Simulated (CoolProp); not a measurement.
Model: reference Helmholtz-energy equation of state, McLinden 2015, in CoolProp.

Task: For the fluoroketone C6F12O (FK-5-1-12), give the phase and the Joule-Thomson coefficient (K/MPa) at 357.4 K and 0.244 bar; 261.5 K and 8.34 bar.

Result: 
- 357.4 K and 0.244 bar: gas; Joule-Thomson coefficient 15.7
- 261.5 K and 8.34 bar: liquid; Joule-Thomson coefficient -0.311
